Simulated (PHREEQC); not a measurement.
1 kg of water holding 0.045 mol KCl, 0.0035 mol K2SO4 and 0.0083 mol K2CO3 is evaporated at 25 °C; the solids stay in contact with the brine. The system is closed to CO2. Only these solids could form: Arcanite, Kalicinite, Misenite, Sylvite.

The numbers come from PHREEQC with the Pitzer model, pitzer.dat.

Question: Predict ionic strength, water activity at water left (kg) = 0.1156, 0.0781, 0.04337, 0.006111.

Answer: 
| water left (kg) | ionic strength | water activity |
|---|---|---|
| 0.1156 | 0.693 | 0.983 |
| 0.0781 | 1.03 | 0.975 |
| 0.04337 | 1.85 | 0.956 |
| 0.006111 | 7.67 | 0.812 |

Complexes and solids missing from the database can't appear.
